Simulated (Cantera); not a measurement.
Si3N4 + Si + N2 (sublimation and decomposition of ceramics)

Charge: 1 mol Si3N4, 0.0023 mol Si, 0.053 mol N2, at 7.70 Pa.

Method: chemical equilibrium by Gibbs-energy minimisation in Cantera with the NASA 1993 tables (ideal gas, pure condensed phases). Candidate condensed phases: Si, Si3N4; 7 gas species. The tables' values for SiN are old estimates; treat these amounts as uncertain. Equilibrium is a limit: real reactors are often held back by kinetics, nucleation or transport.

From 1575 °C to 1675 °C the condensed part is Si(l). From 1775 °C to 2275 °C nothing is condensed. The main Si-bearing gas is Si throughout.

| T (°C) | log p N2 | log p Si | log p Si2 | log p Si2N | log p SiN | n Si(l) |
|---|---|---|---|---|---|---|
| 1575 | -4.15 | -5.20 | -7.36 | -7.51 | -7.69 | 2.81 |
| 1675 | -4.27 | -4.63 | -6.67 | -7.16 | -7.30 | 2.08 |
| 1775 | -4.50 | -4.35 | -6.50 | -7.35 | -7.23 | 0 |
| 1875 | -4.50 | -4.34 | -6.87 | -7.94 | -7.32 | 0 |
| 1975 | -4.50 | -4.34 | -7.20 | -8.48 | -7.41 | 0 |
| 2075 | -4.50 | -4.34 | -7.51 | -8.98 | -7.48 | 0 |
| 2175 | -4.50 | -4.34 | -7.79 | -9.44 | -7.55 | 0 |
| 2275 | -4.50 | -4.34 | -8.05 | -9.86 | -7.62 | 0 |
log p: log10 of the partial pressure in bar; n: condensed amount in mol.
